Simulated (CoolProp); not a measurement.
Model: reference Helmholtz-energy equation of state, Lemmon 2003, in CoolProp. It is a pseudo-pure fit of the blend.

### Question
For R507A, give the phase and the density (kg/m³), conductivity (mW/(m K)) at 375.5 K and 16.8 bar; 375.5 K and 50.5 bar; 375.5 K and 118 bar.

### Answer
- 375.5 K and 16.8 bar: gas; density 61.0, conductivity 20.9
- 375.5 K and 50.5 bar: supercritical; density 298, conductivity 29.4
- 375.5 K and 118 bar: supercritical; density 809, conductivity 53.6

Thermal conductivity comes from a separate model (Geller 2001).
